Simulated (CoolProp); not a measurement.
Properties of tetrahydrofuran at several states.

Model: reference Helmholtz-energy equation of state, Fiedler 2023, in CoolProp.

```json
[
 {"T (K)": "393.2", "p (MPa)": "1.34", "phase": "liquid", "density (kg/m³)": "771.2", "cv (kJ/(kg K))": "1.529", "fugacity coefficient": "0.3146"},
 {"T (K)": "499.4", "p (MPa)": "0.1", "phase": "gas", "density (kg/m³)": "1.751", "cv (kJ/(kg K))": "1.736", "fugacity coefficient": "0.9918"},
 {"T (K)": "498.1", "p (MPa)": "0.378", "phase": "gas", "density (kg/m³)": "6.800", "cv (kJ/(kg K))": "1.737", "fugacity coefficient": "0.9688"}
]
```
